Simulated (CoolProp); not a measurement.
Vapour-liquid equilibrium of o-xylene (1) + n-undecane (2) at 0.026 MPa; x and y are mole fractions of (1).

The numbers come from the multi-fluid Helmholtz-energy mixture model, Zhou 2012 and Aleksandrov 2011; pair parameters Bell 2016 in CoolProp.

```csv
x,"bubble temperature, mixture model (°C)","bubble temperature, Raoult's law (°C)","y, mixture model","y, Raoult's law"
0.05,143.0,142.6,0.172,0.186
0.2,131.7,131.0,0.524,0.539
0.35,122.6,122.2,0.722,0.729
0.5,115.4,115.2,0.837,0.840
0.65,109.6,109.5,0.909,0.911
0.8,104.8,104.8,0.957,0.958
0.95,100.7,100.7,0.991,0.991
```

The largest gap from Raoult's law is +0.7 K in bubble temperature, at x = 0.2. No azeotrope shows between x = 0.05 and 0.95.

The pair parameters rest on a limited set of measurements; away from them the model extrapolates.
